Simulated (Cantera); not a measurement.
An adiabatic, constant-pressure homogeneous reactor starts with 16.8 % H2, 17.4 % O2, 65.8 % N2, at 1400 K and 0.987 atm.

Detailed kinetics in Cantera: the H2/O2 subset of GRI-Mech 3.0, which has no nitrogen chemistry.

One state of this run: T (K) = 2467; x H2 = 0.00284; x O2 = 0.0944; x OH = 0.0140; x O = 0.00381; x H2O2 = 3.46e-7. x: mole fraction; the columns are a selection and need not sum to one.

Task: Which value of t (s) does it belong to?
(A) 5.03e-5
(B) 0.00342
(C) 9.30e-6
(D) 0.000272

Result: B, 0.00342
